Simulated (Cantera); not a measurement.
Charge: 1 mol CH₂F₂, 0.049 mol F₂, 0.75 mol H₂, at 2500 °C and 0.00133 bar.

Equilibrium computed with Cantera from the NASA thermochemical tables; the gas is ideal and each condensed phase is pure. The numbers say what is thermodynamically allowed, not how fast it happens.

| species | before | after |
|---|---|---|
| H | 0.356 | 0.655 |
| HF | 0.561 | 0.208 |
| H₂ | 0.0306 | 0.103 |
| F | 0.0259 | 0.00522 |
| C₃ | 0.0169 | 0.0169 |
| CF₂ | 1.80e-5 | 7.34e-7 |
| CF | 0.00179 | 0.000361 |
| C₂H₂ (acetylene) | 0.000933 | 0.00315 |
| C₄H₂ | 1.18e-5 | 3.99e-5 |
| CH | 1.58e-5 | 2.90e-5 |
| C₂H | 0.00131 | 0.00241 |
| C(graphite), mol | 0.768 | 0.309 |
Gas species are given as mole fractions.

Question: Name the change that produced these shifts.
A) temperature from 2500 °C to 1025 °C
B) CH₂F₂ replaced by CHF₃
C) pressure from 0.00133 bar to 0.0140 bar
D) H₂ from 0.75 to 4.3 mol

Answer: D, H₂ from 0.75 to 4.3 mol
